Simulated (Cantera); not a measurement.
An isothermal, constant-pressure homogeneous reactor starts with CH4 : N2 = 1 : 9.3 (molar parts), at 1475 K and 683 Torr.

Detailed kinetics in Cantera: GRI-Mech 3.0 (53 species, 325 reactions). GRI-Mech 3.0 stops at C3 and has no aromatics, soot or wall deposition, so with more carbon than oxygen in the feed, carbon stays in small species such as C2H2 where larger ones or solid carbon would form.

Problem. Predict: x(CH4) at 5.00 s; x(H) at 5.00 s; x(H2) at 5.00 s; x(C2H) at 5.00 s; x(CH3) at 5.00 s; x(C2H4) at 5.00 s; x(HCN) at 5.00 s.

Solution. 
```json
{
  "x(CH4) at 5.00 s": "0.0210 (gas-phase equilibrium 0.00544)",
  "x(H) at 5.00 s": "3.62e-6 (gas-phase equilibrium 4.84e-6)",
  "x(H2) at 5.00 s": "0.103 (gas-phase equilibrium 0.125)",
  "x(C2H) at 5.00 s": "1.90e-9 (gas-phase equilibrium 9.24e-10)",
  "x(CH3) at 5.00 s": "1.49e-5 (gas-phase equilibrium 4.25e-6)",
  "x(C2H4) at 5.00 s": "0.00118 (gas-phase equilibrium 0.000612)",
  "x(HCN) at 5.00 s": "5.63e-9 (gas-phase equilibrium 0.0527)"
}
```
